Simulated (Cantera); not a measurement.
Input: 1 mol Si₃N₄, 0.31 mol CO₂, 38 mol N₂, 0.042 mol H₂O, held at 1825 K and 23.0 Pa.

These are equilibrium values from Cantera (NASA tables, ideal gas, pure condensed phases), not measurements of a reactor. Candidate condensed phases: C, C₆H₆, C₇H₈, C₈H₁₈, H₂O, Si, SiC, SiO₂, Si₂N₂O, Si₃N₄; 151 gas species. Mutual solubility and eutectic melting of coexisting phases are not modelled. The tables' values for SiN are old estimates; treat these amounts as uncertain. Equilibrium is a limit: real reactors are often held back by kinetics, nucleation or transport.

Base state: N₂ 0.962, Si 0.0198, SiO 0.0142, CO 0.00173, H 0.000733, H₂ 0.000637, Si₂C 0.000239, Si₂N 0.000190 (mole fractions); condensed: Si(l) + SiC(s).

### Question
What changes in the equilibrium state with this change: pressure from 23.0 Pa to 100000 Pa?

### Answer
```
species           before     after
--------------  --------  --------
N₂                 0.962     0.994
CO               0.00173   0.00445
H₂              0.000637   0.00103
Si                0.0198   2.55e-7
SiO               0.0142  0.000114
Si₂             0.000129     <1e-9
Si₂C            0.000239   3.08e-9
Si₃              3.02e-5     <1e-9
Si(l), mol          1.30         0
SiC(s), mol        0.228     0.134
Si₂N₂O(s), mol         0     0.486
Si₃N₄(s), mol          0     0.630
```
